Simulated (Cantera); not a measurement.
# Equilibrium for roasting and sulfation: FeS₂ + SO₃ + CO₂

Feed: 1 mol FeS₂, a varied amount of SO₃, 8.1 mol CO₂, at 1525 °C and 2.50 bar.

Cantera equilibrium calculation (NASA polynomials, part measured and part estimated; ideal gas, pure solids and liquids). Candidate condensed phases: C, Fe, Fe(CO)₅, FeO, FeS, FeSO₄, FeS₂, Fe₂O₃, Fe₂(SO₄)₃, Fe₃O₄, S; 25 gas species. The tables' stoichiometric FeO is somewhat more stable than real wüstite, so its field is too wide. FeO: taken at fixed stoichiometry. The numbers say what is thermodynamically allowed, not how fast it happens.

From 0.39 mol SO₃ to 3.2 mol SO₃ the condensed part is FeO(l). The main Fe-bearing gas is Fe throughout.

```csv
n(SO₃) (mol),x CO₂,x SO₂,x CO,x S₂,x SO,x COS,x S₂O,n FeO(l)
0.39,0.556,0.133,0.253,0.0468,0.00580,0.00329,0.00218,1.000
0.46,0.557,0.139,0.246,0.0459,0.00592,0.00318,0.00221,1.000
0.55,0.558,0.148,0.238,0.0448,0.00606,0.00303,0.00223,1.000
0.66,0.559,0.159,0.228,0.0433,0.00622,0.00286,0.00225,1.000
0.79,0.559,0.171,0.217,0.0415,0.00640,0.00266,0.00227,1.000
0.94,0.558,0.186,0.205,0.0394,0.00657,0.00246,0.00227,1.000
1.1,0.557,0.201,0.194,0.0370,0.00673,0.00225,0.00225,1.000
1.3,0.555,0.219,0.181,0.0340,0.00688,0.00201,0.00221,1.000
1.6,0.550,0.246,0.164,0.0295,0.00703,0.00169,0.00210,1.000
1.9,0.545,0.272,0.148,0.0251,0.00710,0.00141,0.00196,1.000
2.3,0.537,0.304,0.129,0.0194,0.00704,0.00109,0.00171,1.000
2.7,0.530,0.334,0.113,0.0141,0.00683,0.000806,0.00141,1.000
3.2,0.522,0.369,0.0924,0.00834,0.00629,0.000508,0.000999,1.000
```
x: gas mole fraction; n: condensed amount in mol.
